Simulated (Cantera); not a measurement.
What does this Cantera script print?

```python
import numpy as np
import cantera as ct

gas = ct.Solution("h2o2.yaml")
gas.TPX = 700, 13332, {'H2': 0.75, 'O2': 0.962, 'N2': 3.62, 'H2O': 0.78}
flame = ct.FreeFlame(gas, width=0.16)
flame.set_refine_criteria(ratio=3, slope=0.08, curve=0.16)
flame.transport_model = "mixture-averaged"
flame.solve(loglevel=0, auto=True)
z, T = flame.grid, flame.T
thick = (T[-1] - T[0]) / np.gradient(T, z).max()
show = ['H2', 'O2', 'H2O', 'OH', 'H', 'H2O2']
print(f"laminar burning velocity  {flame.velocity[0] * 100:.3f} cm/s")
print(f"burnt temperature         {T[-1]:.1f} K")
print(f"thermal thickness         {thick * 1e3:.4f} mm")
print(f"grid points               {len(z)}")
z0 = z[flame.heat_release_rate.argmax()]
print(f"{'z/mm':>9s}{'T/K':>9s}{'u/(m/s)':>9s}" + "".join(f"{s:>11s}" for s in show))
rows = []
for k in (-3, -2, -1.5, -1, -0.5, -0.25, 0, 0.25, 0.5, 1, 2, 4, 8):
    zz = z0 + k * thick
    rows.append([k * thick, np.interp(zz, z, T), np.interp(zz, z, flame.velocity),
                 *(np.interp(zz, z, flame.X[gas.species_index(s)]) for s in show)])
    print(f"{rows[-1][0] * 1e3:9.3f}{rows[-1][1]:9.1f}{rows[-1][2]:9.3f}" + "".join(f"{x:11.3e}" for x in rows[-1][3:]))
```

It prints:

```
laminar burning velocity  351.045 cm/s
burnt temperature         1581.7 K
thermal thickness         5.6215 mm
grid points               112
     z/mm      T/K  u/(m/s)         H2         O2        H2O         OH          H       H2O2
  -16.864    700.0    3.510  1.227e-01  1.574e-01  1.276e-01  5.878e-16  3.943e-14  9.657e-15
  -11.243    700.0    3.510  1.227e-01  1.574e-01  1.276e-01  1.602e-12  1.188e-10  2.307e-12
   -8.432    700.0    3.510  1.227e-01  1.574e-01  1.276e-01  1.515e-10  1.195e-08  1.516e-10
   -5.621    700.1    3.510  1.224e-01  1.574e-01  1.277e-01  5.509e-08  1.772e-06  3.149e-08
   -2.811    724.2    3.608  1.150e-01  1.574e-01  1.309e-01  5.832e-05  3.636e-04  2.056e-06
   -1.405    831.4    4.089  9.340e-02  1.533e-01  1.458e-01  3.392e-04  2.980e-03  1.608e-06
    0.000   1038.5    5.029  4.958e-02  1.347e-01  1.877e-01  1.586e-03  1.096e-02  1.511e-06
    1.405   1210.7    5.819  1.794e-02  1.130e-01  2.271e-01  3.769e-03  1.434e-02  2.028e-06
    2.811   1307.0    6.256  9.548e-03  1.057e-01  2.410e-01  4.927e-03  1.163e-02  1.711e-06
    5.621   1402.6    6.679  6.445e-03  1.032e-01  2.491e-01  5.468e-03  6.724e-03  1.060e-06
   11.243   1481.0    7.018  4.039e-03  1.022e-01  2.556e-01  5.122e-03  2.938e-03  5.721e-07
   22.486   1533.3    7.240  2.016e-03  1.020e-01  2.603e-01  4.012e-03  9.539e-04  3.055e-07
   44.972   1561.2    7.358  8.152e-04  1.022e-01  2.632e-01  2.691e-03  2.363e-04  1.614e-07
```

Detailed kinetics in Cantera: the H2/O2 subset of GRI-Mech 3.0, which has no nitrogen chemistry. Burning velocities carry a grid error of a few per cent, more on coarse grids. Lean hydrogen flames are cellular in practice and burn faster than this planar one.
